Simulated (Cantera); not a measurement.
A closed system holds: 1 mol Si2H6, 0.88 mol O2, 1.4 mol N2, equilibrated at 625 K and 188 Torr.

These are equilibrium values from Cantera (NASA tables, ideal gas, pure condensed phases), not measurements of a reactor. Candidate condensed phases: H2O, Si, SiO2, Si2N2O, Si3N4; 35 gas species. The feed counts by its element totals alone. N2 is the only nitrogen source here; it is nearly inert below about 1500 K, so the nitride shown seldom forms there in practice. The numbers say what is thermodynamically allowed, not how fast it happens.

Q: What is the equilibrium state?

A: 
```
Quantity                             Result
--------------------------------  ---------
x(H2)                                 0.820
x(N2)                                 0.178
x(NH3)                              0.00215
x(H2O)                              1.78e-6
n(SiO2(α-quartz))                 0.507 mol
n(Si2N2O(s))                      0.747 mol
gas amount                        3.645 mol
log10 activity of Si(s) (absent)     -19.71
```
